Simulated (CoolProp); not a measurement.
A single-stage vapour-compression cycle with hydrogen chloride: evaporating at 241.15 K (dew point), condensing at 267.15 K (bubble point), superheat 8 K, subcooling 0 K, compressor efficiency 0.9, no pressure losses. Each further row changes one setting.

The numbers come from the reference Helmholtz-energy equation of state, Thol 2018 in CoolProp.

| case | cooling COP | pressure ratio | discharge temperature (K) | refrigerating effect (kJ/kg) | volumetric capacity (kJ/m³) |
|---|---|---|---|---|---|
| as stated | 6.91 | 2.19 | 314.8 | 335 | 6760 |
| evaporating temperature 246.15 K | 8.93 | 1.86 | 305.5 | 336 | 7940 |
| condensing temperature 262.15 K | 8.81 | 1.90 | 301.9 | 345 | 6950 |
| subcooling 5 K | 7.11 | 2.19 | 314.8 | 345 | 6950 |
| superheat 18 K | 6.72 | 2.19 | 328.2 | 346 | 6580 |
| compressor efficiency 0.8 | 6.14 | 2.19 | 320.6 | 335 | 6760 |
